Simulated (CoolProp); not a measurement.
Model: reference Helmholtz-energy equation of state, Bücker 2006, in CoolProp.

Problem. Give the vapour pressure (MPa), vapour density (kg/m³), enthalpy of vaporisation (kJ/kg), liquid cp (kJ/(kg K)) of saturated isobutane at 330.7 K.

Solution. 
| T (K) | p (MPa) | vapour density (kg/m³) | enthalpy of vaporisation (kJ/kg) | liquid cp (kJ/(kg K)) |
|---|---|---|---|---|
| 330.7 | 0.821 | 21.1 | 288 | 2.68 |
